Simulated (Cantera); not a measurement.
A closed system holds: 1 mol Si, 24 mol HBr, 93 mol N2, held at 0.133 bar.

These are equilibrium values from Cantera (NASA tables, ideal gas, pure condensed phases), not measurements of a reactor. Candidate condensed phases: Br2, Si, Si3N4; 28 gas species. Equilibrium is a limit: real reactors are often held back by kinetics, nucleation or transport.

Q: At 677 °C, list the 4 most abundant gas species with their mole fractions, and the condensed phases.

A: N2 0.802, HBr 0.172, H2 0.0172, SiBr4 0.00862. Condensed: gas only.
